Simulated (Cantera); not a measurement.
A perfectly stirred reactor is fed with 4.35 % NH₃, 95.7 % H₂, at 0.470 bar; it is held at 2348 K, and followed from long to short residence time.

Cantera simulation using the gas-phase N/H chemistry of the illustrative SiF4/NH3 mechanism in the Surface Chemkin manual (1991); the numbers are that mechanism's predictions, not measurements. Walls and surfaces, which speed up NH3 decomposition in real reactors, are not modelled.

x: mole fraction; the columns are a selection and need not sum to one.

```tsv
τ (s)	x NH₃	x H₂	x H	x NH	x N	x N₂H₂	x N₂
19	5.28e-5	0.962	0.0178	1.19e-6	___	6.09e-11	0.0206
8.1	8.09e-5	0.962	0.0178	1.83e-6	___	1.43e-10	0.0206
3.5	0.000123	0.962	0.0177	2.77e-6	___	3.30e-10	0.0206
1.5	0.000190	0.962	0.0177	4.23e-6	___	7.72e-10	0.0205
0.67	0.000288	0.962	0.0175	6.31e-6	___	1.74e-9	0.0205
0.29	0.000454	0.962	0.0172	9.54e-6	___	4.08e-9	0.0204
0.13	0.000733	0.962	0.0164	1.41e-5	___	9.42e-9	0.0203
0.055	0.00137	0.964	0.0147	2.10e-5	___	2.42e-8	0.0200
0.024	0.00312	0.966	0.0116	2.93e-5	___	6.47e-8	0.0191
0.010	0.00891	0.967	0.00772	3.71e-5	___	1.72e-7	0.0163
0.0045	0.0184	0.964	0.00570	4.19e-5	___	3.18e-7	0.0117
```

Q: Some entries are withheld; supply them.

A: 
- 19, x N: 9.12e-7
- 8.1, x N: 1.40e-6
- 3.5, x N: 2.12e-6
- 1.5, x N: 3.21e-6
- 0.67, x N: 4.75e-6
- 0.29, x N: 7.04e-6
- 0.13, x N: 9.93e-6
- 0.055, x N: 1.32e-5
- 0.024, x N: 1.44e-5
- 0.010, x N: 1.22e-5
- 0.0045, x N: 1.01e-5
